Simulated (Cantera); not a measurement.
A freely propagating, adiabatic, planar premixed flame of CH4 : C2H6 : O2 : N2 = 1 : 0.21 : 2.1 : 7.91 (molar parts), equivalence ratio 1.3, unburnt at 600 K and 0.849 atm; mixture-averaged transport, grid criteria slope 0.08 and curve 0.16, no radiation.

Computed with Cantera and GRI-Mech 3.0 (53 species, 325 reactions). Burning velocities carry a grid error of a few per cent, more on coarse grids.

Task: What does this change do: N2 7.91 to 10 parts?

Result: 
| quantity | before | after |
|---|---|---|
| laminar burning velocity | 111 cm/s | 71.0 cm/s |
| thermal thickness | 0.401 mm | 0.550 mm |
| peak x(HCO) | 6.29e-5 | 3.14e-5 |
| peak x(CH2) | 0.000109 | 6.02e-5 |
